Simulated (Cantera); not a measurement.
Mixture: CH₄ : CO : O₂ : N₂ : H₂ = 1 : 0.042 : 4.7 : 17.7 : 0.85 (molar parts), at 1.01 bar, adiabatic and at constant volume. Ignition delay is the time to a rise of 400 K.

Model: GRI-Mech 3.0 (53 species, 325 reactions), integrated in Cantera. Where the delays flatten at high temperature, the 400 K rule measures the pace of heat release, not the induction time.

Q: Predict: delay at 1225 K; delay at 1325 K; delay at 1425 K; delay at 1525 K; delay at 1625 K; apparent activation energy between 1575 and 1675 K.

A: 
```json
{
 "delay at 1225 K": "0.588 ms",
 "delay at 1325 K": "0.286 ms",
 "delay at 1425 K": "0.157 ms",
 "delay at 1525 K": "95.2 µs",
 "delay at 1625 K": "61.5 µs",
 "apparent activation energy between 1575 and 1675 K": "91 kJ/mol"
}
```
